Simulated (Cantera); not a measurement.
Mixture: CH4 : O2 : N2 = 1 : 0.909 : 4.18 (molar parts), equivalence ratio 2.2, at 85000 Pa, adiabatic and at constant pressure. Ignition delay is the time to a rise of 400 K.

Cantera simulation using GRI-Mech 3.0 (53 species, 325 reactions); the numbers are that mechanism's predictions, not measurements.

Problem. What does this change do: constant volume in place of constant pressure?

Solution. 
| quantity | before | after |
|---|---|---|
| delay at 1225 K | 68.8 ms | 63.9 ms |
| delay at 1425 K | 5.20 ms | 4.78 ms |
| delay at 1625 K | 0.644 ms | 0.592 ms |
| delay at 1825 K | 0.143 ms | 0.130 ms |
| apparent activation energy between 1725 and 1925 K | 170 kJ/mol | 180 kJ/mol |

Problem. What does this change do: pressure from 85000 Pa to 810000 Pa?

Solution. 
```json
[
 {"quantity": "delay at 1225 K", "before": "68.8 ms", "after": "8.12 ms"},
 {"quantity": "delay at 1425 K", "before": "5.20 ms", "after": "0.855 ms"},
 {"quantity": "delay at 1625 K", "before": "0.644 ms", "after": "0.118 ms"},
 {"quantity": "delay at 1825 K", "before": "0.143 ms", "after": "22.6 µs"},
 {"quantity": "apparent activation energy between 1725 and 1925 K", "before": "170 kJ/mol", "after": "200 kJ/mol"}
]
```
